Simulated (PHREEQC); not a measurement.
**Buffer (model solution)**

A solution holds 0.22 mol/kgw NaHSO4, 0.24 mol/kgw Na2CO3 and 0.021 mol/kgw KCl, at 20 °C. Closed to the air; pH follows from the charge balance.

The numbers come from PHREEQC with the ion-association model, phreeqc.dat.

This is a speciation only: nothing precipitates in the calculation.

Task: Estimate the pH, density, ionic strength.

Result: pH 8.47; density 1.042 g/cm³; ionic strength 0.752 mol/kgw.

Task: In which forms is K present?

Result: K+ 87 %, KSO4- 13 % of the K.

Caution: at this ionic strength the ion-association model is outside its range; a Pitzer model would be the better tool where its parameters exist.
